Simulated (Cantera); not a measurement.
Input: 1 mol Si3N4, 0.23 mol CO2, 750 mol H2, 0.12 mol O2, held at 802 °C and 13.3 mbar.

Method: chemical equilibrium by Gibbs-energy minimisation in Cantera with the NASA 1993 tables (ideal gas, pure condensed phases). Candidate condensed phases: C, C6H6, C7H8, C8H18, H2O, Si, SiC, SiO2, Si2N2O, Si3N4; 151 gas species. Mutual solubility and eutectic melting of coexisting phases are not modelled. Equilibrium is a limit: real reactors are often held back by kinetics, nucleation or transport.

Base state: H2 0.999, N2 0.000358, CH4 0.000236 (mole fractions); condensed: SiC(s) + Si2N2O(s) + Si3N4(s).

What changes in the equilibrium state with this change: temperature from 802 °C to 1350 °C?


```tsv
species	before	after
H2	0.999	0.996
N2	0.000358	0.00266
SiO	<1e-9	0.000893
CO	1.31e-9	3.66e-5
Si	<1e-9	1.17e-5
H	1.27e-7	0.000597
CH4	0.000236	2.23e-7
SiC(s), mol	0.0527	0.201
Si2N2O(s), mol	0.700	0
Si3N4(s), mol	0.516	0
Si(s), mol	0	2.11
```
